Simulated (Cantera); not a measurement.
Input: 1 mol PbO, 7.2 mol CO, 30 mol H2, held at 10.0 Torr.

These are equilibrium values from Cantera (NASA tables, ideal gas, pure condensed phases), not measurements of a reactor. Candidate condensed phases: C, C6H6, C7H8, C8H18, H2O, Pb, PbO, PbO2, Pb3O4; 113 gas species. Kinetics and transport are ignored.

What share of the Pb ends up in condensed phases as a function of T (K), at 1048, 1148, 1248, 1348, 1448, 1548, 1648?


| T (K) | Pb condensed (%) | as |
|---|---|---|
| 1048 | 87.5 | Pb(l) |
| 1148 | 20.1 | Pb(l) |
| 1248 | 0.0 | - |
| 1348 | 0.0 | - |
| 1448 | 0.0 | - |
| 1548 | 0.0 | - |
| 1648 | 0.0 | - |
